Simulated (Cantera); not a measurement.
A closed system holds: 1 mol toluene, 0.52 mol H₂O, 22 mol N₂, 1.8 mol H₂, held at 2398 K and 18.0 Torr.

Method: chemical equilibrium by Gibbs-energy minimisation in Cantera with the NASA 1993 tables (ideal gas, pure condensed phases). Candidate condensed phases: C, C₆H₆, C₇H₈, C₈H₁₈, H₂O; 136 gas species. Equilibrium is a limit: real reactors are often held back by kinetics, nucleation or transport.

Base state: N₂ 0.735, H₂ 0.181, H 0.0432, HCN 0.0198, CO 0.0176, HNC 0.00205, C₂H₂ (acetylene) 0.00125, CN 0.000236 (mole fractions); condensed: C(graphite).

What changes in the equilibrium state with this change: H₂O from 0.52 to 0.79 mol?


```csv
species,before,after
N₂,0.735,0.721
H₂,0.181,0.185
H,0.0432,0.0438
CO,0.0176,0.0263
HCN,0.0198,0.0198
C₂H₂ (acetylene),0.00125,0.00128
C₂N₂,3.02e-5,2.96e-5
"C(graphite), mol",5.75,5.46
```
